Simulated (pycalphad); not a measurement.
CALPHAD calculation (pycalphad, COST 507 light-alloy database (1999)), 1 atm. These are 1990s assessments: newer ones move some temperatures and phases. Amounts are mole fractions of atoms.

Q: Give the equilibrium state of Mg-9.1Si-0.61Al (at.%) at 777 °C.

A: liquid, fraction 0.847, with 4.7 Si, 0.72 Al at.%; MG2SI, fraction 0.153, with 33.3 Si, no Al at.%.

Q: Give the equilibrium state of Mg-9.1Si-0.61Al (at.%) at 577 °C.

A: hcp, fraction 0.727, with <0.01 Si, 0.84 Al at.%; MG2SI, fraction 0.273, with 33.3 Si, no Al at.%.

Database names, with the compositions (at.%) that they take in these runs: MG2SI: Mg 67 Si 33. An entry "none" or "no" means that the model of the phase leaves that element out.
